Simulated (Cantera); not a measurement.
A Cantera script and what it prints.

```python
import numpy as np
import cantera as ct

gas_names = """
    N2O N2 NbO2
""".split()
cond_names = """
    Nb(cr) Nb(L)
""".split()


# ... load() reads the species with a 1 bar reference pressure and builds the phases ...
species = {s.name: s for s in load("nasa_gas.yaml", gas_names) + load("nasa_condensed.yaml", cond_names)}
# Each term lists the table entries of one substance; the one whose range holds T is used.
reactions = {
    '2 N2O(g) + Nb = 2 N2(g) + NbO2(g)':
        [(-2, ['N2O']), (-1, ['Nb(cr)', 'Nb(L)']), (2, ['N2']), (1, ['NbO2'])],
}


def pick(names, T):
    return next(species[n] for n in names if species[n].thermo.min_temp <= T <= species[n].thermo.max_temp)


results = []
for label, terms in reactions.items():
    print(label)
    print("     T/K   dH/kJ  dS/(J/K)   dG/kJ   log10 K")
    for T in [2023, 2123, 2223, 2323, 2423, 2523, 2623, 2723]:
        used = [(nu, pick(names, T)) for nu, names in terms]
        dH = sum(nu * s.thermo.h(T) for nu, s in used) / 1e6
        dS = sum(nu * s.thermo.s(T) for nu, s in used) / 1e3
        dG = dH - T * dS / 1e3
        logK = -dG * 1e6 / (ct.gas_constant * T * np.log(10))
        results.append((label, T, dH, dS, dG, logK, [s.name for _, s in used]))
        print(f"{T:8g} {dH:8.1f} {dS:8.1f} {dG:8.1f} {logK:8.2f}")
```

Result:

```
2 N2O(g) + Nb = 2 N2(g) + NbO2(g)
     T/K   dH/kJ  dS/(J/K)   dG/kJ   log10 K
    2023   -393.2    153.5   -703.7    18.17
    2123   -395.9    152.2   -719.0    17.69
    2223   -398.7    150.9   -734.2    17.25
    2323   -401.6    149.7   -749.2    16.85
    2423   -404.6    148.4   -764.1    16.47
    2523   -407.8    147.1   -778.9    16.13
    2623   -411.2    145.8   -793.5    15.80
    2723   -414.8    144.4   -808.0    15.50
```

Source: NASA polynomial tables (part measured, part estimated), evaluated in Cantera. Condensed species are held in their standard states even where they would react or evaporate.
